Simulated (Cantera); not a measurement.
Input (Python, Cantera) and output of one run.

```python
import numpy as np
import cantera as ct

gas_names = """
    AL ALCL ALCL2 ALCL3 ALH ALN AL2 AL2CL6 CL CL2 H HCL H2 N NH NH2 NH3 N2 N2H2 N2H4
""".split()
cond_names = """
    AL(cr) AL(L) ALCL3(s) ALCL3(L) ALN(s) NH4CL(a) NH4CL(b)
""".split()


# ... load() reads the species with a 1 bar reference pressure and builds the phases ...
atoms = {
    'AlCl3': {'AL': 1, 'CL': 3},
    'NH3': {'N': 1, 'H': 3},
    'H2': {'H': 2},
}
top_T = {'ALN(s)': 2750}  # K; cautious upper limits of use, not melting points


# ... equilibrate(T, P, feed) seeds the gas with the atoms and calls Mixture.equilibrate('TP', solver="vcs", rtol=1e-11, max_steps=5000) ...
results = []
feed = {'AlCl3': 1, 'NH3': 0.74, 'H2': 13}  # mol
P = 13332.2  # Pa
for T in [1073, 1148, 1223, 1298, 1373, 1448, 1523, 1598, 1673, 1748]:
    mix = equilibrate(T, P, feed)
    results.append((T, P, feed, dict(zip(mix.species_names, mix.species_moles))))

top = {s: max(r[3][s] / sum(r[3][g] for g in gas_names) for r in results) for s in gas_names}
cols = sorted((s for s in top if top[s] > 0.001), key=lambda s: -top[s])[:7]
seen = [c for c in cond_names if any(r[3].get(c, 0) > 1e-12 for r in results)]
print("log10 of partial pressures in bar; condensed amounts in mol")
print(f"{'T/K':>10s}" + "".join(f"{s[:9]:>10s}" for s in cols + seen))
for T, P, feed, n in results:
    ng = sum(n[g] for g in gas_names)
    print(f"{T:10.4g}" + "".join(f"{np.log10(max(n[s] / ng * P / 1e5, 1e-99)):10.3f}" for s in cols)
          + "".join(f"{n.get(c, 0):10.4g}" for c in seen))
```

Result:

```
log10 of partial pressures in bar; condensed amounts in mol
       T/K        H2       HCL     ALCL3      ALCL        N2     ALCL2    ALN(s)
      1073    -0.932    -2.039    -2.255    -8.228    -2.779    -6.181     0.354
      1148    -0.932    -2.050    -2.249    -7.121    -2.769    -5.510    0.3448
      1223    -0.931    -2.060    -2.244    -6.152    -2.760    -4.923    0.3366
      1298    -0.931    -2.069    -2.241    -5.298    -2.752    -4.407    0.3284
      1373    -0.931    -2.077    -2.242    -4.542    -2.740    -3.951    0.3176
      1448    -0.931    -2.086    -2.250    -3.872    -2.720    -3.550     0.297
      1523    -0.933    -2.096    -2.276    -3.284    -2.676    -3.207    0.2477
      1598    -0.937    -2.112    -2.341    -2.783    -2.587    -2.932    0.1287
      1673    -0.945    -2.084    -2.466    -2.480    -2.510    -2.793         0
      1748    -0.952    -1.995    -2.623    -2.376    -2.514    -2.773         0
```

Method: chemical equilibrium by Gibbs-energy minimisation in Cantera with the NASA 1993 tables (ideal gas, pure condensed phases). The tables' values for AlCl2 are old estimates; treat these amounts as uncertain.
